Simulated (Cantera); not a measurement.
A closed system holds: 1 mol PbO, 0.33 mol CH4, 7.6 mol H2, held at 0.0230 bar.

Equilibrium computed with Cantera from the NASA thermochemical tables; the gas is ideal and each condensed phase is pure. Candidate condensed phases: C, C6H6, C7H8, C8H18, H2O, Pb, PbO, PbO2, Pb3O4; 113 gas species. Equilibrium is a limit: real reactors are often held back by kinetics, nucleation or transport.

### Question
At 1873 K, list the 4 most abundant gas species with their mole fractions, and the condensed phases.

### Answer
H2 0.789, Pb 0.104, H2O 0.0690, CO 0.0336. Condensed: gas only.
